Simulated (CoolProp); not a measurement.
Computed with CoolProp (reference Helmholtz-energy equation of state, Lemmon 2006). It is a short technical equation, of lower accuracy than the large ones.

### Question
Give the vapour pressure (bar), liquid density (kg/m³), liquid conductivity (mW/(m K)) of saturated toluene at 118.65 °C.

### Answer
```json
[
 {"T (°C)": "118.65", "p (bar)": "1.27", "liquid density (kg/m³)": "771", "liquid conductivity (mW/(m K))": "105"}
]
```

Thermal conductivity comes from a separate model (Assael 2012).
